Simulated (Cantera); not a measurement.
An adiabatic, constant-volume homogeneous reactor starts with CH4 : H2 : O2 : N2 = 1 : 0.2 : 4.88 : 18.4 (molar parts), equivalence ratio 0.43, at 1075 K and 500000 Pa. Integrator tolerance rtol = 1e-08.

Model: GRI-Mech 3.0 (53 species, 325 reactions), integrated in Cantera.

**Question.** What does this change do: constant pressure in place of constant volume?

**Answer.** 
```tsv
quantity	before	after
time of steepest temperature rise	6.07 ms	6.53 ms
temperature at 3.00 s	2223 K	1997 K
equilibrium temperature	2223 K	1996 K
x(CH4) at 3.00 s	<1e-12 (gas-phase equilibrium <1e-12)	<1e-12 (gas-phase equilibrium <1e-12)
x(H2) at 3.00 s	0.000111 (gas-phase equilibrium 0.000111)	3.42e-5 (gas-phase equilibrium 3.40e-5)
x(O2) at 3.00 s	0.109 (gas-phase equilibrium 0.109)	0.111 (gas-phase equilibrium 0.111)
x(O) at 3.00 s	0.000323 (gas-phase equilibrium 0.000323)	9.83e-5 (gas-phase equilibrium 9.76e-5)
x(C2H2) at 3.00 s	<1e-12 (gas-phase equilibrium <1e-12)	<1e-12 (gas-phase equilibrium <1e-12)
x(H2O2) at 3.00 s	3.40e-7 (gas-phase equilibrium 3.40e-7)	1.23e-7 (gas-phase equilibrium 1.23e-7)
```

**Question.** What does this change do: pressure from 500000 Pa to 1000000 Pa?

**Answer.** 
```json
[
 {"quantity": "time of steepest temperature rise", "before": "6.07 ms", "after": "4.74 ms"},
 {"quantity": "temperature at 3.00 s", "before": "2223 K", "after": "2226 K"},
 {"quantity": "equilibrium temperature", "before": "2223 K", "after": "2226 K"},
 {"quantity": "x(CH4) at 3.00 s", "before": "<1e-12 (gas-phase equilibrium <1e-12)", "after": "<1e-12 (gas-phase equilibrium <1e-12)"},
 {"quantity": "x(H2) at 3.00 s", "before": "0.000111 (gas-phase equilibrium 0.000111)", "after": "8.03e-5 (gas-phase equilibrium 8.03e-5)"},
 {"quantity": "x(O2) at 3.00 s", "before": "0.109 (gas-phase equilibrium 0.109)", "after": "0.109 (gas-phase equilibrium 0.109)"},
 {"quantity": "x(O) at 3.00 s", "before": "0.000323 (gas-phase equilibrium 0.000323)", "after": "0.000233 (gas-phase equilibrium 0.000233)"},
 {"quantity": "x(C2H2) at 3.00 s", "before": "<1e-12 (gas-phase equilibrium <1e-12)", "after": "<1e-12 (gas-phase equilibrium <1e-12)"},
 {"quantity": "x(H2O2) at 3.00 s", "before": "3.40e-7 (gas-phase equilibrium 3.40e-7)", "after": "4.87e-7 (gas-phase equilibrium 4.87e-7)"}
]
```

**Question.** What does this change do: O2 4.88 to 7.2 parts?

**Answer.** 
| quantity | before | after |
|---|---|---|
| time of steepest temperature rise | 6.07 ms | 5.38 ms |
| temperature at 3.00 s | 2223 K | 2131 K |
| equilibrium temperature | 2223 K | 2131 K |
| x(CH4) at 3.00 s | <1e-12 (gas-phase equilibrium <1e-12) | <1e-12 (gas-phase equilibrium <1e-12) |
| x(H2) at 3.00 s | 0.000111 (gas-phase equilibrium 0.000111) | 4.43e-5 (gas-phase equilibrium 4.43e-5) |
| x(O2) at 3.00 s | 0.109 (gas-phase equilibrium 0.109) | 0.186 (gas-phase equilibrium 0.186) |
| x(O) at 3.00 s | 0.000323 (gas-phase equilibrium 0.000323) | 0.000238 (gas-phase equilibrium 0.000238) |
| x(C2H2) at 3.00 s | <1e-12 (gas-phase equilibrium <1e-12) | <1e-12 (gas-phase equilibrium <1e-12) |
| x(H2O2) at 3.00 s | 3.40e-7 (gas-phase equilibrium 3.40e-7) | 3.08e-7 (gas-phase equilibrium 3.08e-7) |
